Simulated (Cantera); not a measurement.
Feed: 1 mol MgO, 0.077 mol C, 0.067 mol H2, at 1623 K and 0.420 bar.

These are equilibrium values from Cantera (NASA tables, ideal gas, pure condensed phases), not measurements of a reactor. Candidate condensed phases: C, C6H6, C7H8, C8H18, H2O, Mg, MgCO3, MgO, Mg(OH)2; 116 gas species. The tables' values for MgH are old estimates; treat these amounts as uncertain. Rates play no part.

Base state: H2 0.975, CO 0.0119, Mg 0.0119, CH4 0.000592, H 0.000105, MgH 8.87e-5, C2H2 (acetylene) 3.40e-5 (mole fractions); condensed: C(graphite) + MgO(s).

Q: What changes in the equilibrium state with this change: temperature from 1623 K to 2273.15 K?

A: 
```
species             before     after
----------------  --------  --------
CO                  0.0119     0.347
Mg                  0.0119     0.346
H2                   0.975     0.296
CH4               0.000592   1.72e-8
CO2                1.46e-8  0.000201
C2H2 (acetylene)   3.40e-5   4.78e-9
MgOH               4.33e-8  0.000163
H2O                3.70e-6  0.000947
C(graphite), mol    0.0761         0
MgO(s), mol          0.999     0.923
```

Q: What changes in the equilibrium state with this change: pressure from 0.420 bar to 0.100 bar?

A: 
```tsv
species	before	after
H2	0.975	0.900
CO	0.0119	0.0501
Mg	0.0119	0.0499
CH4	0.000592	0.000120
MgH	8.87e-5	0.000175
H	0.000105	0.000207
C2H2 (acetylene)	3.40e-5	3.13e-5
C(graphite), mol	0.0761	0.0733
MgO(s), mol	0.999	0.996
```

Q: What changes in the equilibrium state with this change: temperature from 1623 K to 2598.15 K?

A: 
| species | before | after |
|---|---|---|
| Mg | 0.0119 | 0.355 |
| CO | 0.0119 | 0.332 |
| H2 | 0.975 | 0.257 |
| H2O | 3.70e-6 | 0.0177 |
| H | 0.000105 | 0.0298 |
| CH4 | 0.000592 | <1e-9 |
| OH | <1e-9 | 0.000474 |
| MgO | <1e-9 | 0.000402 |
| C(graphite), mol | 0.0761 | 0 |
| MgO(s), mol | 0.999 | 0.917 |
